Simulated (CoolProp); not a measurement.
Vapour-liquid equilibrium of toluene (1) + n-octane (2) at 281.9 K; x and y are mole fractions of (1).

Model: multi-fluid Helmholtz-energy mixture model, Lemmon 2006 and Beckmüller 2019; pair parameters Bell 2016, in CoolProp.

```tsv
x	bubble pressure (kPa)	y at the bubble point	dew pressure at overall composition x (kPa)	liquid density (mol/L)
0.05	0.7866	0.150	0.7288	6.342
0.125	___	0.313	0.7712	___
0.2	1.0000	___	0.8185	___
0.275	1.087	0.517	0.8713	6.901
0.35	1.164	___	0.9303	7.107
0.425	1.230	0.644	0.9964	7.326
0.5	1.289	0.694	1.070	7.557
0.575	1.341	0.739	1.151	7.802
0.65	1.388	0.781	1.238	___
0.725	1.430	0.822	1.326	8.339
0.8	1.468	0.865	___	8.634
0.875	1.502	0.911	1.476	8.948
0.95	1.532	0.962	1.526	9.284
```

**Question.** Some entries are withheld; supply them.

**Answer.** 
- 0.125, bubble pressure (kPa): 0.9001
- 0.125, liquid density (mol/L): 6.519
- 0.2, y at the bubble point: 0.429
- 0.2, liquid density (mol/L): 6.705
- 0.35, y at the bubble point: 0.586
- 0.65, liquid density (mol/L): 8.062
- 0.8, dew pressure at overall composition x (kPa): 1.408

No azeotrope shows between x = 0.05 and 0.95.

Pair parameters are fitted to limited data, so mixtures are less certain than the pure fluids.
